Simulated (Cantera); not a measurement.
Cantera with NASA thermochemical tables; ideal gases at 1 bar, condensed phases pure. Values are per mole of reaction as written; species without (g) are pure solids or liquids, kept so even where they would boil at 1 bar.

NO2(g) + Nb ⇌ NbO2(g) + N(g), with ΔH° = 238.5 kJ and ΔS° = 149.6 J/K at 300 K.

How far is the shortcut ΔG° ≈ ΔH°(300 K) − T·ΔS°(300 K) from the full temperature-dependent value at 425, 500, 575, 650, 725, 800, 875, 950 K?


```json
[
 {"T (K)": "425", "shortcut (kJ)": "174.9", "full (kJ)": "174.8", "difference (kJ)": "0.1", "difference in log10 K": "-0.01"},
 {"T (K)": "500", "shortcut (kJ)": "163.7", "full (kJ)": "163.5", "difference (kJ)": "0.1", "difference in log10 K": "-0.01"},
 {"T (K)": "575", "shortcut (kJ)": "152.5", "full (kJ)": "152.2", "difference (kJ)": "0.2", "difference in log10 K": "-0.02"},
 {"T (K)": "650", "shortcut (kJ)": "141.2", "full (kJ)": "140.9", "difference (kJ)": "0.3", "difference in log10 K": "-0.03"},
 {"T (K)": "725", "shortcut (kJ)": "130.0", "full (kJ)": "129.6", "difference (kJ)": "0.4", "difference in log10 K": "-0.03"},
 {"T (K)": "800", "shortcut (kJ)": "118.8", "full (kJ)": "118.3", "difference (kJ)": "0.5", "difference in log10 K": "-0.03"},
 {"T (K)": "875", "shortcut (kJ)": "107.6", "full (kJ)": "107.0", "difference (kJ)": "0.6", "difference in log10 K": "-0.04"},
 {"T (K)": "950", "shortcut (kJ)": "96.4", "full (kJ)": "95.7", "difference (kJ)": "0.7", "difference in log10 K": "-0.04"}
]
```
The shortcut ignores the heat-capacity change of the reaction.
